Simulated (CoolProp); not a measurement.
Vapour-liquid equilibrium of propane (1) + R236EA (2) at 268.1 K; x and y are mole fractions of (1).

The numbers come from the multi-fluid Helmholtz-energy mixture model, Lemmon 2009 and Rui 2013; pair parameters Bell 2016 in CoolProp.

```
x      bubble pressure (bar)  y at the bubble point  dew pressure at overall composition x (bar)  liquid density (mol/L)
-----  ---------------------  ---------------------  -------------------------------------------  ----------------------
0.05                   1.374                    [?]                                          [?]                   10.05
0.125                    [?]                  0.733                                       0.7156                   10.14
0.2                      [?]                  0.795                                       0.7818                     [?]
0.275                  3.170                  0.825                                       0.8612                   10.35
0.35                   3.391                  0.841                                       0.9584                   10.46
0.425                  3.523                  0.850                                        1.080                   10.57
0.5                    3.605                  0.857                                        1.236                     [?]
0.575                  3.668                  0.863                                        1.444                   10.85
0.65                     [?]                  0.869                                        1.735                   11.01
0.725                  3.797                  0.879                                        2.167                     [?]
0.8                    3.876                  0.894                                        2.856                   11.41
0.875                  3.959                  0.919                                        3.770                   11.66
0.95                   4.030                  0.959                                        4.019                   11.94
```

### Question
Some entries are withheld; supply them.

### Answer

- 0.05, y at the bubble point: 0.552
- 0.05, dew pressure at overall composition x (bar): 0.6595
- 0.125, bubble pressure (bar): 2.228
- 0.2, bubble pressure (bar): 2.804
- 0.2, liquid density (mol/L): 10.24
- 0.5, liquid density (mol/L): 10.70
- 0.65, bubble pressure (bar): 3.728
- 0.725, liquid density (mol/L): 11.20

No azeotrope shows between x = 0.05 and 0.95.

The pair parameters rest on a limited set of measurements; away from them the model extrapolates. With so large a gap from Raoult's law the liquid may split in two, which this calculation doesn't test in full.
